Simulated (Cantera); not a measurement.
An adiabatic, constant-pressure homogeneous reactor starts with H₂ : O₂ : N₂ = 1 : 1.16 : 4.37 (molar parts), at 1673 K and 0.450 bar.

Computed with Cantera and GRI-Mech 3.0 (53 species, 325 reactions).

x: mole fraction; the columns are a selection and need not sum to one.

| t (s) | T (K) | x H₂ | x O₂ | x N₂O | x NO₂ | x HO₂ | x H |
|---|---|---|---|---|---|---|---|
| 1.00e-6 | 1673 | 0.153 | 0.178 | <1e-12 | <1e-12 | 5.02e-7 | 5.11e-7 |
| 3.35e-6 | 1673 | 0.153 | 0.178 | 3.59e-12 | <1e-12 | (withheld) | (withheld) |
| 1.12e-5 | 1673 | 0.152 | 0.177 | 1.53e-10 | <1e-12 | 8.43e-6 | 0.000776 |
| 3.77e-5 | 1807 | 0.0179 | 0.0989 | 7.08e-8 | 7.97e-10 | 1.34e-5 | 0.0475 |
| 0.000126 | 2075 | 0.0153 | 0.0977 | 9.31e-8 | 4.36e-9 | 8.20e-6 | 0.0270 |
| 0.000423 | 2375 | 0.00939 | 0.0992 | 1.90e-7 | 4.00e-8 | 5.60e-6 | 0.00950 |
| 0.00142 | 2531 | 0.00505 | 0.101 | 4.47e-7 | (withheld) | 8.80e-6 | 0.00325 |
| 0.00475 | 2533 | 0.00486 | 0.100 | 4.66e-7 | 1.57e-6 | 8.86e-6 | 0.00304 |
| 0.0159 | 2525 | 0.00477 | 0.0973 | 4.96e-7 | 4.07e-6 | 8.52e-6 | 0.00291 |
| 0.0534 | 2519 | 0.00470 | 0.0952 | 5.35e-7 | 5.88e-6 | 8.27e-6 | 0.00281 |
| 0.179 | 2519 | 0.00470 | 0.0951 | 5.37e-7 | 5.98e-6 | 8.26e-6 | 0.00281 |
| 0.600 | 2519 | 0.00470 | 0.0951 | 5.37e-7 | 5.98e-6 | 8.26e-6 | 0.00281 |

Task: Complete the blanks.

Result: 
- 3.35e-6, x HO₂: 1.67e-6
- 3.35e-6, x H: 3.97e-6
- 0.00142, x NO₂: 4.36e-7
